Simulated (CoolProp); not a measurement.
CH3F (R41) along the isotherm 81.75 °C: fugacity coefficient from the reference equation and from simpler models built on Tc = 44.1 °C, pc = 59.06 bar, ω = 0.200; each cubic takes its own stable root.

Model: reference Helmholtz-energy equation of state, Lemmon 2006, in CoolProp. It is a short technical equation, of lower accuracy than the large ones.

```tsv
p (bar)	phase	reference
3.69	gas	0.9831
7.38	gas	0.9664
11.1	gas	0.9497
14.8	gas	0.9334
18.5	gas	0.9172
22.1	gas	0.9016
25.8	gas	0.8858
29.5	gas	0.8701
```

**Question.** How far does each simpler model (van der Waals, Redlich-Kwong, Soave-Redlich-Kwong) lie from the reference over these 8 states: mean and median of the absolute difference, and the worst?

**Answer.** 
- van der Waals: mean 1.2 %, median 1.3 %, worst +2.1 % at 81.75 °C and 29.5 bar
- Redlich-Kwong: mean 0.7 %, median 0.7 %, worst +1.3 % at 81.75 °C and 29.5 bar
- Soave-Redlich-Kwong: mean 1.1 %, median 1.1 %, worst +1.9 % at 81.75 °C and 29.5 bar
